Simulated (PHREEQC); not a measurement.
Dissolve 5.7 mmol/kgw HF, 1.9 mmol/kgw NaF and 0.01 mmol/kgw H4SiO4 at 25 °C. Closed to the air; pH follows from the charge balance.

All values are PHREEQC results (ion-association model, phreeqc.dat), not measurements.

The ionic strength comes out as 0.00304 mol/kgw. What activity coefficients do F-, SiF6-2, Na+, H+, HF2- get?

F- 0.94, SiF6-2 0.79, Na+ 0.94, H+ 0.95, HF2- 0.94.

Precipitation was switched off in this run. Complexes and solids missing from the database can't appear. SiF6-2 is the database's only silicon fluoride.
